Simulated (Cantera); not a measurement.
Mixture: H2 : O2 : N2 : NO = 1 : 0.862 : 3.24 : 0.0087 (molar parts), at 11.0 bar, adiabatic and at constant pressure. Ignition delay is the time to a rise of 400 K.

Model: GRI-Mech 3.0 (53 species, 325 reactions), integrated in Cantera. The hydrogen kinetics of GRI-Mech 3.0 are dated; newer H2 mechanisms differ, most at raised pressure. The mechanism lacks 2 NO + O2 → 2 NO2 and HONO, so NO2 and the effect of NO are under-described below about 1400 K.

### Question
Predict: delay at 1023 K; delay at 1223 K; delay at 1423 K; delay at 1623 K.

### Answer
```
Property           Result
---------------  --------
delay at 1023 K  0.220 ms
delay at 1223 K   11.1 µs
delay at 1423 K   2.02 µs
delay at 1623 K  0.983 µs
```
